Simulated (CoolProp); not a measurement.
Vapour-liquid equilibrium of propylene (1) + R125 (2) at 205.3 K; x and y are mole fractions of (1).

Computed with CoolProp (multi-fluid Helmholtz-energy mixture model, Lemmon 2013 and Lemmon 2005; pair parameters Bell 2016).

| x | bubble pressure, mixture model (bar) | bubble pressure, Raoult's law (bar) | y, mixture model | y, Raoult's law |
|---|---|---|---|---|
| 0.05 | 0.3917 | 0.3445 | … | 0.053 |
| 0.15 | 0.4526 | 0.3466 | 0.331 | 0.158 |
| 0.25 | 0.4838 | 0.3486 | 0.416 | 0.261 |
| 0.35 | … | 0.3507 | … | 0.363 |
| 0.45 | 0.5051 | 0.3527 | 0.502 | 0.464 |
| 0.55 | 0.5062 | 0.3547 | … | 0.564 |
| 0.65 | 0.5025 | 0.3568 | 0.565 | 0.663 |
| 0.75 | … | 0.3588 | 0.612 | 0.761 |
| 0.85 | 0.4652 | 0.3609 | 0.691 | 0.857 |
| 0.95 | 0.4100 | 0.3629 | 0.848 | 0.953 |

Q: Fill in the missing entries.

A: 
- 0.05, y, mixture model: 0.162
- 0.35, bubble pressure, mixture model (bar): 0.4988
- 0.35, y, mixture model: 0.467
- 0.55, y, mixture model: 0.532
- 0.75, bubble pressure, mixture model (bar): 0.4912

The largest gap from Raoult's law is +43.2 % in bubble pressure, at x = 0.45. y crosses x between x = 0.45 and 0.55: the model has an azeotrope there.

The pair parameters rest on a limited set of measurements; away from them the model extrapolates.
